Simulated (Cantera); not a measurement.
**Gas-phase reforming**

An isothermal, constant-pressure homogeneous reactor starts with CH4 : H2O : H2 = 1 : 0.8 : 0.21 (molar parts), at 1650 K and 0.405 atm.

Model: GRI-Mech 3.0 (53 species, 325 reactions), integrated in Cantera.

```tsv
t (s)	x CH4	x H2O	x H2	x CH2CO	x O
3.00e-6	0.497	0.398	0.104	<1e-12	<1e-12
1.80e-5	0.497	0.398	0.105	<1e-12	1.98e-12
0.000108	0.497	0.398	0.105	<1e-12	4.73e-11
0.000646	0.490	0.397	0.109	1.01e-8	2.70e-10
0.00387	0.434	0.384	0.157	6.35e-6	3.35e-10
0.0232	0.259	0.334	0.325	4.13e-5	1.56e-10
0.139	0.0805	0.269	0.506	5.18e-5	9.99e-11
0.834	0.0305	0.176	0.613	2.70e-5	7.97e-11
5.00	0.0163	0.0608	0.708	4.49e-6	3.61e-11
```
x: mole fraction; the columns are a selection and need not sum to one.

Equilibrium at this temperature and pressure: CH4 0.00783, H2O 1.66e-6, H2 0.758, CH2CO 1.23e-7, O <1e-12 (gas phase only).
